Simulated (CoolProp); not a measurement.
Methanol at 515.54 K and 2.22 MPa is throttled through a valve to 1.19 MPa with no heat exchange. Each further row changes one setting.

Values from CoolProp's reference Helmholtz-energy equation of state, de Reuck 1993.

```csv
case,temperature change (K),final density (kg/m³)
as stated,-12.7,9.64
outlet pressure 0.357 MPa,-24.0,2.85
outlet pressure 1.55 MPa,-8.1,12.6
```
